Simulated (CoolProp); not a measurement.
Hydrogen chloride at 586.94 K and 1.11 MPa is throttled through a valve to 0.0315 MPa with no heat exchange. Each further row changes one setting.

Values from CoolProp's reference Helmholtz-energy equation of state, Thol 2018.

```
case                         temperature change (K)  final density (kg/m³)
---------------------------  ----------------------  ---------------------
as stated                                      -4.6                    ___
outlet pressure 0.00945 MPa                     ___                    ___
outlet pressure 0.041 MPa                       ___                    ___
```

Question: Complete the blanks.

Answer: 
- as stated, final density (kg/m³): 0.237
- outlet pressure 0.00945 MPa, temperature change (K): -4.7
- outlet pressure 0.00945 MPa, final density (kg/m³): 0.0712
- outlet pressure 0.041 MPa, temperature change (K): -4.5
- outlet pressure 0.041 MPa, final density (kg/m³): 0.309
